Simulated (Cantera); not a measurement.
A Cantera script and its output.

```python
import numpy as np
import cantera as ct

gas = ct.Solution("h2o2.yaml")
gas.TPX = 1373, 550000, {'H2': 1, 'O2': 0.455, 'N2': 1.71}
reactor = ct.IdealGasConstPressureReactor(gas, energy="on", clone=False)
net = ct.ReactorNet([reactor])
net.rtol, net.atol = 1e-08, 1e-16
show = ['H2', 'O2', 'H2O2', 'HO2', 'OH', 'H2O', 'H']
times = np.geomspace(5e-06, 5, 15)

steps = ct.SolutionArray(gas, extra=["t"])
rows = []
print(f"{'t/s':>10s}{'T/K':>9s}{'P/Pa':>11s}" + "".join(f"{s:>11s}" for s in show))
for t in times:
    while net.time < t:
        t_next = net.step()
        steps.append(gas.state, t=t_next)
    rows.append([np.interp(t, steps.t, y) for y in (steps.T, steps.P, *steps(*show).X.T)])
    print(f"{t:10.3e}{rows[-1][0]:9.1f}{rows[-1][1]:11.4g}" + "".join(f"{x:11.3e}" for x in rows[-1][2:]))
rate = np.gradient(steps.T, steps.t)
print("integrator steps:", len(steps.t))
if steps.T.max() > steps.T[0] + 200:
    print(f"time of steepest temperature rise: {steps.t[rate.argmax()]:.4e} s")
gas.TPX = 1373, 550000, {'H2': 1, 'O2': 0.455, 'N2': 1.71}
gas.equilibrate("HP")
print(f"equilibrium (HP): T = {gas.T:.1f} K  " + "  ".join(f"{s} {gas[s].X[0]:.3e}" for s in show))
```

Result:

```
       t/s      T/K       P/Pa         H2         O2       H2O2        HO2         OH        H2O          H
 5.000e-06   2266.0    5.5e+05  7.455e-02  2.226e-02  1.497e-06  3.889e-05  2.909e-02  2.148e-01  6.556e-02
 1.341e-05   2913.5    5.5e+05  5.994e-02  9.501e-03  9.491e-07  1.026e-05  2.640e-02  2.728e-01  1.874e-02
 3.598e-05   2979.8    5.5e+05  5.672e-02  7.923e-03  9.842e-07  8.962e-06  2.455e-02  2.806e-01  1.520e-02
 9.653e-05   2980.1    5.5e+05  5.671e-02  7.915e-03  9.843e-07  8.955e-06  2.454e-02  2.807e-01  1.519e-02
 2.590e-04   2980.1    5.5e+05  5.671e-02  7.915e-03  9.843e-07  8.955e-06  2.454e-02  2.807e-01  1.519e-02
 6.947e-04   2980.1    5.5e+05  5.671e-02  7.915e-03  9.843e-07  8.955e-06  2.454e-02  2.807e-01  1.519e-02
 1.864e-03   2980.1    5.5e+05  5.671e-02  7.915e-03  9.843e-07  8.955e-06  2.454e-02  2.807e-01  1.519e-02
 5.000e-03   2980.1    5.5e+05  5.671e-02  7.915e-03  9.843e-07  8.955e-06  2.454e-02  2.807e-01  1.519e-02
 1.341e-02   2980.1    5.5e+05  5.671e-02  7.915e-03  9.843e-07  8.955e-06  2.454e-02  2.807e-01  1.519e-02
 3.598e-02   2980.1    5.5e+05  5.671e-02  7.915e-03  9.843e-07  8.955e-06  2.454e-02  2.807e-01  1.519e-02
 9.653e-02   2980.1    5.5e+05  5.671e-02  7.915e-03  9.843e-07  8.955e-06  2.454e-02  2.807e-01  1.519e-02
 2.590e-01   2980.1    5.5e+05  5.671e-02  7.915e-03  9.843e-07  8.955e-06  2.454e-02  2.807e-01  1.519e-02
 6.947e-01   2980.1    5.5e+05  5.671e-02  7.915e-03  9.843e-07  8.955e-06  2.454e-02  2.807e-01  1.519e-02
 1.864e+00   2980.1    5.5e+05  5.671e-02  7.915e-03  9.843e-07  8.955e-06  2.454e-02  2.807e-01  1.519e-02
 5.000e+00   2980.1    5.5e+05  5.671e-02  7.915e-03  9.843e-07  8.955e-06  2.454e-02  2.807e-01  1.519e-02
integrator steps: 1107
time of steepest temperature rise: 4.2267e-06 s
equilibrium (HP): T = 2980.1 K  H2 5.671e-02  O2 7.915e-03  H2O2 9.843e-07  HO2 8.955e-06  OH 2.454e-02  H2O 2.807e-01  H 1.519e-02
```

Model: the H2/O2 subset of GRI-Mech 3.0, which has no nitrogen chemistry, integrated in Cantera. The hydrogen kinetics of GRI-Mech 3.0 are dated; newer H2 mechanisms differ, most at raised pressure.
